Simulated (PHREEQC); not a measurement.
Consider water at 25 °C with 0.018 mol/kgw NaHSO4, 0.013 mol/kgw Na2HPO4 and 0.035 mol/kgw NaCl. Closed to the air; pH follows from the charge balance.

The numbers come from PHREEQC with the ion-association model, phreeqc.dat.

Problem. The ionic strength comes out as 0.0935 mol/kgw. What activity coefficients do Cl-, SO4-2, NaSO4-, H+, Na+ get?

Solution. Cl- 0.77, SO4-2 0.38, NaSO4- 0.79, H+ 0.83, Na+ 0.79.

Precipitation was switched off in this run.
